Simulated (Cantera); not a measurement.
Input: 1 mol Al2O3, 21 mol HCl, equilibrated at 0.000530 bar.

Cantera equilibrium calculation (NASA polynomials, part measured and part estimated; ideal gas, pure solids and liquids). Candidate condensed phases: Al, AlCl3, Al2O3, H2O; 29 gas species. Rates play no part.

Task: At 1400 K, list the 4 most abundant gas species with their mole fractions, and the condensed phases.

Result: HCl 0.992, Cl 0.00390, H2 0.00196, H2O 0.001000. Condensed: Al2O3(s).
